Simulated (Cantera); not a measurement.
Input: 1 mol SiCl4, 1.4 mol Cl2, 0.35 mol H2, held at 325 °C and 0.100 bar.

Cantera equilibrium calculation (NASA polynomials, part measured and part estimated; ideal gas, pure solids and liquids). Candidate condensed phases: Si; 19 gas species. The numbers say what is thermodynamically allowed, not how fast it happens.

**Question.** What is the equilibrium state?

**Answer.** 
```json
{
  "x(Cl2)": "0.382",
  "x(SiCl4)": "0.364",
  "x(HCl)": "0.255",
  "gas_amount": "2.750 mol",
  "log10 activity of Si(s) (absent)": "-49.51"
}
```
